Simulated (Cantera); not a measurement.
Cantera run:

```python
import numpy as np
import cantera as ct

gas_names = """
    H HNO HNO2 HNO3 HO2 H2 H2O H2O2 N NH NH2 NH3 NH2OH NO NO2 NO3 N2 N2H2 N2H4 N2O O OH O2 O3 Si SiH
    SiH2 SiH3 SiH4 SiN SiO SiO2 Si2 Si2N Si3
""".split()
cond_names = """
    H2O(s) H2O(L) Si(cr) Si(L) SiO2(Lqz) SiO2(hqz) SiO2(L) Si2N2O(s) Si3N4(a)
""".split()


# ... load() reads the species with a 1 bar reference pressure and builds the phases ...
atoms = {
    'SiH4': {'Si': 1, 'H': 4},
    'O2': {'O': 2},
    'N2': {'N': 2},
}
top_T = {'Si2N2O(s)': 2100, 'Si3N4(a)': 2400}  # K; cautious upper limits of use, not melting points


# ... equilibrate(T, P, feed) seeds the gas with the atoms and calls Mixture.equilibrate('TP', solver="vcs", rtol=1e-11, max_steps=5000) ...
results = []
feed = {'SiH4': 1, 'O2': 1.2, 'N2': 5.3}  # mol
P = 6200  # Pa
for T in [1523, 1573, 1623, 1673, 1723, 1773, 1823, 1873]:
    mix = equilibrate(T, P, feed)
    results.append((T, P, feed, dict(zip(mix.species_names, mix.species_moles))))
    x = sorted(zip(gas.X, gas.species_names), reverse=True)
    print(f"T = {T:g} K  P = {P:g} Pa  gas = {mix.phase_moles(0):.4g} mol")
    print("   x: " + "  ".join(f"{s} {v:.3e}" for v, s in x if v > 0.001))
    print("   condensed (mol): " + ("  ".join(f"{mix.phase(i).name} {mix.phase_moles(i):.4g}"
          for i in range(1, mix.n_phases) if mix.phase_moles(i) > 1e-12) or "none"))
```

Result:

```
T = 1523 K  P = 6200 Pa  gas = 7.3 mol
   x: N2 7.260e-01  H2 2.192e-01  H2O 5.479e-02
   condensed (mol): SiO2(hqz) 1
T = 1573 K  P = 6200 Pa  gas = 7.3 mol
   x: N2 7.260e-01  H2 2.191e-01  H2O 5.479e-02
   condensed (mol): SiO2(hqz) 1
T = 1623 K  P = 6200 Pa  gas = 7.3 mol
   x: N2 7.260e-01  H2 2.191e-01  H2O 5.479e-02
   condensed (mol): SiO2(hqz) 1
T = 1673 K  P = 6200 Pa  gas = 7.301 mol
   x: N2 7.259e-01  H2 2.190e-01  H2O 5.480e-02
   condensed (mol): SiO2(hqz) 0.9999
T = 1723 K  P = 6200 Pa  gas = 7.301 mol
   x: N2 7.259e-01  H2 2.189e-01  H2O 5.481e-02
   condensed (mol): SiO2(L) 0.9998
T = 1773 K  P = 6200 Pa  gas = 7.303 mol
   x: N2 7.258e-01  H2 2.188e-01  H2O 5.485e-02
   condensed (mol): SiO2(L) 0.9994
T = 1823 K  P = 6200 Pa  gas = 7.305 mol
   x: N2 7.256e-01  H2 2.184e-01  H2O 5.496e-02
   condensed (mol): SiO2(L) 0.9984
T = 1873 K  P = 6200 Pa  gas = 7.309 mol
   x: N2 7.252e-01  H2 2.178e-01  H2O 5.525e-02  H 1.210e-03
   condensed (mol): SiO2(L) 0.996
```

These are equilibrium values from Cantera (NASA tables, ideal gas, pure condensed phases), not measurements of a reactor. The tables hold silica as quartz up to 1696 K and as liquid above; real silica turns to tridymite and cristobalite and melts near 1996 K.
